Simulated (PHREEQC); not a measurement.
A PHREEQC input (ion-association model, wateq4f.dat):

```
SOLUTION 1
  temp 25
  units mg/L
  pH 7.43
  pe 1.2
  Na 8.61
  K 0.318
  Ca 11.2
  Mg 2.17
  Cl 10
  SO4 20.4 as SO4
  Alkalinity 25.7 as HCO3
  F 0.133
  Si 0.81 as SiO2
END
USE solution 1
EQUILIBRIUM_PHASES 1
  Quartz 0 0.5
  Chalcedony 0 0
  CO2(g) -2 10
END
```

The run finishes with these warnings:
```
WARNING: Could not find element in database, SO4.
	Concentration is set to zero.
```

Its last state differs from that of the intended input:

```tsv
quantity	as run	intended
pH	6.43	6.42
ionic strength (mol/kgw)	0.00128	0.00166
```

The fault: SO4 typed in place of S(6). The line should read `S(6) 20.4` where the input has `SO4 20.4`.
